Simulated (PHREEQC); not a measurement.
# Spent oxide etchant: speciation

Solution (25 °C): 0.0036 mol/kgw HF, 0.15 mol/kgw (NH4)2SiF6 and 0.0034 mol/kgw H2SO4. Closed to the air; pH follows from the charge balance.

All values are PHREEQC results (ion-association model, wateq4f.dat), not measurements.

Each row changes one thing in this solution. Precipitation was switched off in this run.

| case | pH | ionic strength (mol/kgw) | HF (mol/kgw) | SO4-2 (mol/kgw) | F- (mol/kgw) | HSO4- (mol/kgw) |
|---|---|---|---|---|---|---|
| as made | 2.28 | 0.457 | 0.00456 | 0.00167 | 0.00101 | 0.000270 |
| 0.0027 mol/kgw Na2SO4 added | 2.29 | ___ | ___ | 0.00301 | 0.00103 | 0.000472 |
| (NH4)2SiF6 from 0.15 to 0.165 mol/kgw | 2.28 | 0.502 | 0.00455 | 0.00162 | 0.00103 | 0.000256 |
| diluted 100-fold with water | 3.21 | ___ | 0.00129 | 3.16e-5 | 0.00151 | 1.52e-6 |
| (NH4)2SiF6 left out | ___ | 0.00861 | 0.00313 | 0.00240 | 0.000405 | 0.00100 |
| HF left out | 2.34 | 0.455 | 0.00379 | 0.00169 | 0.000964 | 0.000237 |

**Question.** What belongs in the gaps?

**Answer.** 
- 0.0027 mol/kgw Na2SO4 added, ionic strength (mol/kgw): 0.462
- 0.0027 mol/kgw Na2SO4 added, HF (mol/kgw): 0.00452
- diluted 100-fold with water, ionic strength (mol/kgw): 0.00472
- (NH4)2SiF6 left out, pH: 2.24

Some of these states are supersaturated (in Quartz (slow to form), Chalcedony (slow to form), for instance). SiF6-2 is the database's only silicon fluoride.
